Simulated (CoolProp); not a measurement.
Vapour-liquid equilibrium of propylene (1) + R115 (2) at 0.14 MPa; x and y are mole fractions of (1).

The numbers come from the multi-fluid Helmholtz-energy mixture model, Lemmon 2013 and Lemmon 2016; pair parameters Bell 2016 in CoolProp.

Q: Give the bubble temperature and the first vapour's composition at x = 0.05, 0.35, 0.95. Is there an azeotrope?

A: x = 0.05: -33.9 °C, y = 0.127; x = 0.35: -41.2 °C, y = 0.523; x = 0.95: -41.4 °C, y = 0.909. y crosses x between x = 0.65 and 0.75: the model has an azeotrope there.

The pair parameters rest on a limited set of measurements; away from them the model extrapolates.
